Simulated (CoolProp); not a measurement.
Vapour-liquid equilibrium of hydrogen sulfide (1) + benzene (2) at 314.5 K; x and y are mole fractions of (1).

Values from CoolProp's multi-fluid Helmholtz-energy mixture model, Lemmon 2006 and Thol 2012; pair parameters Bell 2016.

```tsv
x	bubble pressure, mixture model (MPa)	bubble pressure, Raoult's law (MPa)	y, mixture model	y, Raoult's law
0.05	0.1510	0.1720	0.832	0.858
0.15	0.3967	0.4643	0.938	0.953
0.25	0.6432	0.7567	0.964	0.974
0.35	0.8970	1.049	0.976	0.984
0.45	1.163	1.341	0.983	0.989
0.55	1.444	1.634	0.987	0.993
0.65	1.743	1.926	0.991	0.995
0.75	2.059	2.219	0.994	0.997
0.85	2.395	2.511	0.996	0.998
0.95	2.755	2.803	0.999	1.000
```

The largest gap from Raoult's law is -15.0 % in bubble pressure, at x = 0.25. No azeotrope shows between x = 0.05 and 0.95.

The pair parameters rest on a limited set of measurements; away from them the model extrapolates.
